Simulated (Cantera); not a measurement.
## SiHCl3 + NH3 + N2 (silicon nitride deposition)

Charge: 1 mol SiHCl3, 5 mol NH3, 6.3 mol N2, equilibrated at 1850 K and 1330 Pa.

These are equilibrium values from Cantera (NASA tables, ideal gas, pure condensed phases), not measurements of a reactor. Candidate condensed phases: NH4Cl, Si, Si3N4; 28 gas species. The tables' values for SiCl, SiCl3, SiN are old estimates; treat these amounts as uncertain. Gases not in the tables: Si2H6 and higher silanes. Equilibrium is a limit: real reactors are often held back by kinetics, nucleation or transport.

x(N2): 0.480
x(H2): 0.396
x(HCl): 0.0765
x(SiCl2): 0.0427
x(H): 0.00294
x(Si): 0.000484
x(SiCl): 0.000440
x(Cl): 0.000431
x(SiCl3): 0.000244
n(Si(l)): 0.193 mol
gas amount: 18.34 mol
